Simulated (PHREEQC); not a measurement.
1 kg of water holding 0.16 mol/kgw NaCl and 0.26 mol/kgw KCl is evaporated at 40 °C; the solids stay in contact with the brine. CO2 from the air is kept out. The run lets Halite, Sylvite precipitate or redissolve, and no other solid.

Computed with PHREEQC (Pitzer model, pitzer.dat).

Task: Predict Sylvite (mol), Halite (mol) at water left (kg) = 0.2533, 0.00903, 0.005012.

Result: 
| water left (kg) | Sylvite (mol) | Halite (mol) |
|---|---|---|
| 0.2533 | 0 | 0 |
| 0.00903 | 0.236 | 0.115 |
| 0.005012 | 0.247 | 0.135 |

Away from 25 °C the constants follow the database's enthalpies or fits; those with neither stay at their 25 °C values.
